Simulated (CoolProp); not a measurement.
Vapour-liquid equilibrium of ethane (1) + propylene (2) at 0.0226 MPa; x and y are mole fractions of (1).

The numbers come from the multi-fluid Helmholtz-energy mixture model, Bücker 2006 and Lemmon 2013; pair parameters Bell 2016 in CoolProp.

Task: Give the bubble temperature and the first vapour's composition at x = 0.55, 0.85, 0.95. Is there an azeotrope?

Result: x = 0.55: 168.1 K, y = 0.944; x = 0.85: 162.8 K, y = 0.988; x = 0.95: 161.4 K, y = 0.996. No azeotrope shows between x = 0.05 and 0.95.

The pair parameters rest on a limited set of measurements; away from them the model extrapolates.
